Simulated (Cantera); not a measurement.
A perfectly stirred reactor is fed with NH3 : N2 = 1 : 0.84 (molar parts), at 1.10 bar; it is held at 1648 K, and followed from long to short residence time.

Computed with Cantera and the gas-phase N/H chemistry of the illustrative SiF4/NH3 mechanism in the Surface Chemkin manual (1991). Walls and surfaces, which speed up NH3 decomposition in real reactors, are not modelled.

Problem. What does this change do: temperature 1648 to 2400 K?

Solution. 
```csv
quantity,before,after
x(NH3) at τ = 1.10 s,0.394,0.000371
x(N2H2) at τ = 1.10 s,2.72e-7,3.62e-9
x(H) at τ = 1.10 s,1.24e-5,0.0106
x(NH) at τ = 1.10 s,4.32e-7,9.67e-6
x(N2H4) at τ = 1.10 s,1.15e-7,2.07e-11
x(NH3) at τ = 55.0 ms,0.532,0.00514
x(N2H2) at τ = 55.0 ms,4.69e-7,1.12e-7
x(H) at τ = 55.0 ms,9.72e-7,0.00559
x(NH) at τ = 55.0 ms,3.72e-7,3.68e-5
x(N2H4) at τ = 55.0 ms,2.03e-7,1.11e-9
```
